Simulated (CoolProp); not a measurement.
Ethane along the isobar 4.47 MPa: density (kg/m³) from the reference equation and from simpler models built on Tc = 32.2 °C, pc = 4.872 MPa, ω = 0.099; each cubic takes its own stable root.

Model: reference Helmholtz-energy equation of state, Bücker 2006, in CoolProp.

```
T (°C)   phase  reference
------  ------  ---------
1.95    liquid      407.6
19.65   liquid      353.7
37.35      gas      88.77
55.05      gas      70.73
72.75      gas      61.42
90.45      gas      55.17
108.15     gas      50.49
125.85     gas      46.78
143.55     gas      43.72
161.25     gas      41.14
178.95     gas      38.91
196.65     gas      36.96
```

Task: How far does each simpler model (van der Waals, Redlich-Kwong, Soave-Redlich-Kwong, Peng-Robinson) lie from the reference over these 12 states: mean and median of the absolute difference, and the worst?

Result: 
- van der Waals: mean 7.5 %, median 2.3 %, worst -34.9 % at 19.65 °C and 4.47 MPa
- Redlich-Kwong: mean 3.0 %, median 1.0 %, worst -15.8 % at 19.65 °C and 4.47 MPa
- Soave-Redlich-Kwong: mean 2.5 %, median 0.7 %, worst -14.5 % at 19.65 °C and 4.47 MPa
- Peng-Robinson: mean 2.5 %, median 2.2 %, worst -4.2 % at 19.65 °C and 4.47 MPa
